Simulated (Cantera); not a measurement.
A perfectly stirred reactor is fed with C2H4 : H2 = 1 : 4 (molar parts), at 0.00120 bar; it is held at 1625 K, and followed from long to short residence time.

Detailed kinetics in Cantera: GRI-Mech 3.0 (53 species, 325 reactions). GRI-Mech 3.0 was tuned for natural gas; its chemistry of ethylene as a main component is partial and can be far from experiment. GRI-Mech 3.0 stops at C3 and has no aromatics, soot or wall deposition, so with more carbon than oxygen in the feed, carbon stays in small species such as C2H2 where larger ones or solid carbon would form. Radical loss at walls, strong at low pressure, is not modelled.

Task: What does this change do: pressure from 0.00120 bar to 0.660 bar?

Result: 
| quantity | before | after |
|---|---|---|
| x(C2H4) at τ = 6.30 s | 0.0104 | 0.00696 |
| x(H2) at τ = 6.30 s | 0.832 | 0.804 |
| x(CH2) at τ = 6.30 s | 5.61e-10 | 8.01e-9 |
| x(C2H6) at τ = 6.30 s | 5.15e-9 | 1.27e-5 |
| x(CH3) at τ = 6.30 s | 3.12e-8 | 8.51e-5 |
| x(C2H4) at τ = 32.0 ms | 0.191 | 0.0159 |
| x(H2) at τ = 32.0 ms | 0.801 | 0.826 |
| x(CH2) at τ = 32.0 ms | 5.18e-10 | 2.43e-9 |
| x(C2H6) at τ = 32.0 ms | 1.66e-8 | 1.53e-5 |
| x(CH3) at τ = 32.0 ms | 2.42e-9 | 1.60e-5 |
